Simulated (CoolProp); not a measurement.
Vapour-liquid equilibrium of R134a (1) + R1234ze(E) (2) at 692 kPa; x and y are mole fractions of (1).

Model: multi-fluid Helmholtz-energy mixture model, Tillner-Roth 1994 and Thol 2016; pair parameters Bell 2022, in CoolProp.

```tsv
x	bubble temperature (K)	y at the bubble point	dew temperature at overall composition x (K)	liquid density (mol/L)
0.05	308.5	0.070	308.8	9.955
0.2	306.2	(withheld)	(withheld)	10.23
0.35	304.3	0.412	305.0	10.51
0.5	302.9	0.556	303.4	10.78
0.65	(withheld)	0.692	(withheld)	11.07
0.8	300.6	0.825	300.8	11.37
0.95	299.7	0.956	299.8	11.67
```

**Question.** Complete the blanks.

**Answer.** 
- 0.2, y at the bubble point: 0.253
- 0.2, dew temperature at overall composition x (K): 306.8
- 0.65, bubble temperature (K): 301.6
- 0.65, dew temperature at overall composition x (K): 302.0

No azeotrope shows between x = 0.05 and 0.95.

The pair parameters rest on a limited set of measurements; away from them the model extrapolates.
